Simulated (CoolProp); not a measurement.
Vapour-liquid equilibrium of n-decane (1) + n-dodecane (2) at 17 kPa; x and y are mole fractions of (1).

Values from CoolProp's multi-fluid Helmholtz-energy mixture model, Lemmon 2006 and Lemmon 2004; pair parameters Bell 2016.

Q: Give the bubble temperature and the first vapour's composition at x = 0.2, 0.275, 0.65. Is there an azeotrope?

A: x = 0.2: 141.4 °C, y = 0.467; x = 0.275: 137.7 °C, y = 0.578; x = 0.65: 123.8 °C, y = 0.880. No azeotrope shows between x = 0.05 and 0.95.

Pair parameters are fitted to limited data, so mixtures are less certain than the pure fluids.
